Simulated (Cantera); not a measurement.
**Transport properties of process gases**

Gas mixture: 81.5 % N2, 18.5 % CH3OH, at 20.0 Torr, frozen composition.

Cantera's kinetic-theory transport with the Lennard-Jones parameters of GRI-Mech 3.0, ideal gas; thermal conductivity in the multicomponent form. Polar gases are described roughly by these parameters. The composition is frozen, though it would react at the higher temperatures.

```
T (K)  ρ (kg/m³)  cp (J/kg/K)  μ (µPa s)  λ (mW/m/K)     Pr  D (cm²/s) H  D (cm²/s) O  D (cm²/s) CO2
-----  ---------  -----------  ---------  ----------  -----  -----------  -----------  -------------
400       0.0231         1162       20.0        32.2  0.721         73.2         19.3           9.41
650       0.0142         1317       28.8        52.1  0.729          171         44.4           22.5
900       0.0102         1456       36.4        72.2  0.734          299         76.9           39.5
1150     0.00802         1564       43.1        91.5  0.737          451          116           60.0
1400     0.00659         1640       49.3         109  0.739          628          161           83.6
1650     0.00559         1698       55.0         126  0.740          825          211            110
1900     0.00485         1740       60.4         142  0.740         1040          267            139
2150     0.00429         1771       65.6         157  0.740         1280          328            171
2400     0.00384         1794       70.5         171  0.740         1540          393            206
```
D: mixture-averaged diffusion coefficient of that species in the mixture.
